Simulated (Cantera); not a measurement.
Feed: 1 mol CH3OH, a varied amount of CO2, 40 mol H2, at 575 K and 0.100 bar.

These are equilibrium values from Cantera (NASA tables, ideal gas, pure condensed phases), not measurements of a reactor. Candidate condensed phases: C, C6H6, C7H8, C8H18, H2O; 110 gas species. Equilibrium is a limit: real reactors are often held back by kinetics, nucleation or transport.

Q: At 0.58 mol CO2, list the 3 most abundant gas species with their mole fractions, and the condensed phases.

A: H2 0.907, H2O 0.0534, CH4 0.0391. Condensed: gas only.
